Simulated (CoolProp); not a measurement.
Hexamethyldisiloxane (MM) along the isobar 2770 kPa: Z from the reference equation and from simpler models built on Tc = 518.7 K, pc = 1931 kPa, ω = 0.418; each cubic takes its own stable root.

Computed with CoolProp (reference Helmholtz-energy equation of state, Thol 2016).

```tsv
T (K)	phase	reference	van der Waals	Redlich-Kwong	Peng-Robinson
494.4	liquid	0.2160	0.3249	0.2545	0.2182
504	liquid	0.2216	0.3290	0.2625	0.2283
513.7	liquid	0.2301	0.3348	?	?
523.3	supercritical	0.2437	0.3426	0.2884	?
533	supercritical	0.2708	?	0.3103	0.3021
542.7	supercritical	?	0.3690	0.3441	0.3670
552.3	supercritical	0.4418	0.3914	0.3953	0.4467
562	supercritical	0.5182	0.4246	0.4578	0.5140
571.7	supercritical	0.5746	0.4689	0.5138	0.5667
581.3	supercritical	0.6187	0.5152	0.5590	0.6091
591	supercritical	0.6553	0.5568	0.5967	0.6449
600.7	supercritical	0.6864	0.5920	0.6285	0.6757
610.3	supercritical	0.7130	0.6215	0.6556	0.7024
620	supercritical	0.7366	0.6473	0.6797	0.7262
```

Q: What belongs in the gaps?

A: 
- 513.7, Redlich-Kwong: 0.2734
- 513.7, Peng-Robinson: 0.2428
- 523.3, Peng-Robinson: 0.2649
- 533, van der Waals: 0.3535
- 542.7, reference: 0.3408
